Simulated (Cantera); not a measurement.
Input: 1 mol Si3N4, 10 mol HF, 7.5 mol H2.

Cantera equilibrium calculation (NASA polynomials, part measured and part estimated; ideal gas, pure solids and liquids). Candidate condensed phases: Si, Si3N4; 37 gas species. The tables' values for SiF2, SiF3 are old estimates. The numbers say what is thermodynamically allowed, not how fast it happens.

Task: What condenses at these points (T in °C, P in Pa): (1252, 46); (1352, 13); (1352, 28000); (1052, 2200); (1552, 7700)?

Result: 
| T (°C) | P in Pa | condensed phases | Si condensed (%) |
|---|---|---|---|
| 1252 | 46 | gas only | 0.0 |
| 1352 | 13 | gas only | 0.0 |
| 1352 | 28000 | Si3N4 | 12.6 |
| 1052 | 2200 | Si3N4 | 16.4 |
| 1552 | 7700 | gas only | 0.0 |
